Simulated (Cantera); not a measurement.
## Thermodynamics of iron carbonyl, mercury and lead vapours, feed Fe(CO)5 + CO + N2

Input: 1 mol Fe(CO)5, 0.042 mol CO, 0.92 mol N2, equilibrated at 1275 °C.

Cantera equilibrium calculation (NASA polynomials, part measured and part estimated; ideal gas, pure solids and liquids). Candidate condensed phases: C, Fe, Fe(CO)5, FeO, Fe2O3, Fe3O4; 27 gas species. Iron dissolves carbon and melts from about 1420 K in contact with it, which pure phases cannot show. Condensed phases not in the tables: cementite and carbon dissolved in iron. Kinetics and transport are ignored.

| P (Pa) | x CO | x N2 | x Fe | x CO2 | x CN | x C2N2 | n Fe(γ) | n C(graphite) |
|---|---|---|---|---|---|---|---|---|
| 10 | 0.842 | 0.154 | 0.00404 | 3.12e-8 | 1.06e-8 | 1.16e-9 | 0.976 | 0 |
| 68 | 0.845 | 0.154 | 0.000594 | 2.14e-7 | 4.08e-9 | 1.17e-9 | 0.996 | 0 |
| 460 | 0.846 | 0.154 | 8.78e-5 | 1.45e-6 | 1.57e-9 | 1.17e-9 | 0.999 | 0 |
| 3200 | 0.846 | 0.154 | 1.26e-5 | 1.01e-5 | 5.94e-10 | 1.17e-9 | 1.000 | 0 |
| 22000 | 0.846 | 0.154 | 1.84e-6 | 6.92e-5 | 2.27e-10 | 1.17e-9 | 1.000 | 0 |
| 150000 | 0.845 | 0.154 | 2.69e-7 | 0.000471 | 8.68e-11 | 1.17e-9 | 1.000 | 0.00281 |
| 1000000 | 0.842 | 0.155 | 4.04e-8 | 0.00312 | 3.37e-11 | 1.17e-9 | 1.00 | 0.0185 |
x: gas mole fraction; n: condensed amount in mol.

From 10.0 Pa to 0.220 bar the condensed part is Fe(γ). From 1.50 bar to 10.0 bar the condensed part is C(graphite) + Fe(γ). The main Fe-bearing gas is Fe throughout.
